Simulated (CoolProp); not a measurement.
A single-stage vapour-compression cycle with cis-2-butene: evaporating at 321.15 K (dew point), condensing at 385.15 K (bubble point), superheat 2 K, subcooling 0 K, compressor efficiency 0.7, no pressure losses. Each further row changes one setting.

Values from CoolProp's reference Helmholtz-energy equation of state, Lemmon 2005. It is a short technical equation, of lower accuracy than the large ones.

| case | cooling COP | pressure ratio | discharge temperature (K) | refrigerating effect (kJ/kg) | volumetric capacity (kJ/m³) |
|---|---|---|---|---|---|
| as stated | 2.32 | 4.23 | 395.4 | 204 | 2010 |
| evaporating temperature 326.15 K | 2.63 | 3.70 | 394.4 | 210 | 2350 |
| condensing temperature 380.15 K | 2.65 | 3.85 | 390.2 | 218 | 2150 |
| subcooling 5 K | 2.49 | 4.23 | 395.4 | 218 | 2150 |
| superheat 12 K | 2.39 | 4.23 | 404.8 | 221 | 2090 |
| compressor efficiency 0.6 | 1.99 | 4.23 | 401.7 | 204 | 2010 |
